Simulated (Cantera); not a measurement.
A closed system holds: 1 mol CHF3, at 1400 K.

Cantera equilibrium calculation (NASA polynomials, part measured and part estimated; ideal gas, pure solids and liquids). Candidate condensed phases: C, C6H6, C7H8, C8H18; 95 gas species. Gases not in the tables: C2F6 and larger saturated fluorocarbons. Equilibrium is a limit: real reactors are often held back by kinetics, nucleation or transport.

x: gas mole fraction; n: condensed amount in mol.

| P (Pa) | x HF | x CF4 | x CF2 | x F | x CF3 | x CHF3 | x H2F2 | n C(graphite) |
|---|---|---|---|---|---|---|---|---|
| 1 | 0.665 | 0.332 | 0.00157 | 0.00137 | 6.64e-5 | 4.17e-8 | 6.62e-11 | 0.499 |
| 3.60 | 0.666 | 0.332 | 0.000828 | 0.000526 | 4.83e-5 | 7.93e-8 | 2.39e-10 | 0.500 |
| 13 | 0.666 | 0.333 | 0.000436 | 0.000201 | 3.51e-5 | 1.51e-7 | 8.63e-10 | 0.500 |
| 46 | 0.667 | 0.333 | 0.000232 | 7.79e-5 | 2.56e-5 | 2.84e-7 | 3.06e-9 | 0.500 |
| 170 | 0.667 | 0.333 | … | … | … | … | … | 0.500 |
| 600 | 0.667 | 0.333 | 6.42e-5 | 1.13e-5 | 1.35e-5 | 1.03e-6 | 3.99e-8 | 0.500 |
| 2200 | 0.667 | 0.333 | 3.35e-5 | 4.28e-6 | 9.74e-6 | 1.96e-6 | 1.46e-7 | 0.500 |
| 7700 | 0.667 | 0.333 | … | … | … | … | … | 0.500 |
| 28000 | 0.667 | 0.333 | 9.40e-6 | 6.35e-7 | 5.16e-6 | 7.01e-6 | 1.86e-6 | 0.500 |
| 100000 | 0.667 | 0.333 | 4.97e-6 | 2.45e-7 | 3.75e-6 | 1.32e-5 | 6.65e-6 | 0.500 |

Task: Complete the blanks.

Result: 
- 7700, x CF2: 1.79e-5
- 7700, x F: 1.67e-6
- 7700, x CF3: 7.12e-6
- 7700, x CHF3: 3.67e-6
- 7700, x H2F2: 5.12e-7
- 170, x CF2: 0.000121
- 170, x F: 2.92e-5
- 170, x CF3: 1.85e-5
- 170, x CHF3: 5.46e-7
- 170, x H2F2: 1.13e-8
